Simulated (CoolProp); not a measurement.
The fluid at 298.15 K and 1.23 MPa flows at 2.6 m/s in a round tube of 100 mm bore and 1.5 µm roughness, fully developed (64/Re and Nu = 3.66 if laminar; Colebrook and Gnielinski if turbulent). The same conditions are run with several fluids, on thermodynamics alone (safety and materials aside).

The numbers come from the reference Helmholtz-energy equation of state of each fluid (carbon dioxide: Span 1996; nitrogen: Span 2000; CF4 (R14): Platzer 1990; oxygen: Schmidt 1985; R13: Platzer 1990) in CoolProp. The equations of Platzer and Polt are older, rougher fits.

```tsv
fluid	Reynolds number	Darcy friction factor	pressure drop (Pa/m)	heat-transfer coefficient (W/(m² K))	mass flow (kg/h)
carbon dioxide	403000	0.0139	10.9	106	1710
nitrogen	202000	0.0157	7.41	84.3	1020
CF4 (R14)	665000	0.0128	19.7	148	3360
oxygen	200000	0.0158	8.52	85.7	1180
R13	1050000	0.0119	23.7	178	4340
```

Transport values come from each fluid's own correlations; those of CF4 (R14), R13 are estimates that may be off by 10 % or more.
